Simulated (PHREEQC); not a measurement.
# Silver or lead bath: an equilibrium model

Solution (5 °C): 0.004 mol AgNO3, 0.83 mol KNO3 and 0.0014 mol Zn(NO3)2 per kg of water. Closed to the air; pH follows from the charge balance.

Model: ion-association model, wateq4f.dat, run in PHREEQC.

No solid was allowed to form.

### Question
What pH does the model give?

### Answer
pH 6.54.

### Question
In which forms is Ag present?

### Answer
Ag+ 86 %, AgNO3 14 % of the Ag.

Caution: at this ionic strength the ion-association model is outside its range; a Pitzer model would be the better tool where its parameters exist. Constants without temperature data keep their 25 °C values here.
